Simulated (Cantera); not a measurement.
Feed: 1 mol Si, 0.35 mol HCl, 5.1 mol N₂, held at 1 atm.

Cantera equilibrium calculation (NASA polynomials, part measured and part estimated; ideal gas, pure solids and liquids). Candidate condensed phases: NH₄Cl, Si, Si₃N₄; 28 gas species. N₂ is the only nitrogen source here; it is nearly inert below about 1500 K, so the nitride shown seldom forms there in practice. The tables' values for SiCl₃ are old estimates; treat these amounts as uncertain. The numbers say what is thermodynamically allowed, not how fast it happens.

x: gas mole fraction; n: condensed amount in mol.

```
T (K)   x N₂   x HCl    x H₂  x SiCl₄   x SiCl₂  n Si₃N₄(s)
-----  -----  ------  ------  -------  --------  ----------
798    0.935  0.0400  0.0167      [?]  3.32e-12       0.320
898    0.934  0.0431  0.0151  0.00756  3.70e-10       0.321
998    0.934  0.0454  0.0140  0.00697   1.58e-8       0.322
1098   0.933  0.0472  0.0130  0.00650   3.34e-7       0.323
1198   0.933  0.0486  0.0123  0.00610   4.20e-6       0.323
1298   0.933  0.0497  0.0118  0.00570   3.52e-5       0.324
1398   0.932  0.0504  0.0114      [?]  0.000211       0.324
1498   0.932  0.0503  0.0114      [?]  0.000945       0.323
1598   0.931  0.0489  0.0120      [?]   0.00311       0.320
1698   0.930  0.0452  0.0137      [?]   0.00731       0.315
```

Task: Complete the blanks.

Result: 
- 798, x SiCl₄: 0.00833
- 1398, x SiCl₄: 0.00518
- 1498, x SiCl₄: 0.00433
- 1598, x SiCl₄: 0.00296
- 1698, x SiCl₄: 0.00144
